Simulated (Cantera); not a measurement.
A perfectly stirred reactor is fed with C2H4 : H2 = 1 : 62 (molar parts), at 0.0267 bar; it is held at 1825 K, and followed from long to short residence time.

Cantera simulation using GRI-Mech 3.0 (53 species, 325 reactions); the numbers are that mechanism's predictions, not measurements. GRI-Mech 3.0 was tuned for natural gas; its chemistry of ethylene as a main component is partial and can be far from experiment. GRI-Mech 3.0 stops at C3 and has no aromatics, soot or wall deposition, so with more carbon than oxygen in the feed, carbon stays in small species such as C2H2 where larger ones or solid carbon would form. Radical loss at walls, strong at low pressure, is not modelled.

Task: What does this change do: pressure from 0.0267 bar to 0.0810 bar?

Result: 
| quantity | before | after |
|---|---|---|
| x(C2H4) at τ = 1.60 s | 1.69e-5 | 2.80e-5 |
| x(H2) at τ = 1.60 s | 0.983 | 0.983 |
| x(CH2) at τ = 1.60 s | 2.59e-9 | 1.09e-8 |
| x(C2H6) at τ = 1.60 s | 1.63e-10 | 1.17e-9 |
| x(CH3) at τ = 1.60 s | 1.16e-6 | 6.35e-6 |
| x(C2H4) at τ = 48.0 ms | 0.00132 | 0.000404 |
| x(H2) at τ = 48.0 ms | 0.984 | 0.984 |
| x(CH2) at τ = 48.0 ms | 5.71e-10 | 4.23e-10 |
| x(C2H6) at τ = 48.0 ms | 3.50e-9 | 7.19e-9 |
| x(CH3) at τ = 48.0 ms | 1.93e-8 | 1.46e-7 |

Task: What does this change do: temperature 1825 to 1398 K?

Result: 
| quantity | before | after |
|---|---|---|
| x(C2H4) at τ = 1.60 s | 1.69e-5 | 0.00430 |
| x(H2) at τ = 1.60 s | 0.983 | 0.984 |
| x(CH2) at τ = 1.60 s | 2.59e-9 | 3.69e-12 |
| x(C2H6) at τ = 1.60 s | 1.63e-10 | 1.08e-6 |
| x(CH3) at τ = 1.60 s | 1.16e-6 | 3.62e-8 |
| x(C2H4) at τ = 48.0 ms | 0.00132 | 0.0156 |
| x(H2) at τ = 48.0 ms | 0.984 | 0.984 |
| x(CH2) at τ = 48.0 ms | 5.71e-10 | <1e-12 |
| x(C2H6) at τ = 48.0 ms | 3.50e-9 | 1.14e-7 |
| x(CH3) at τ = 48.0 ms | 1.93e-8 | 2.70e-10 |
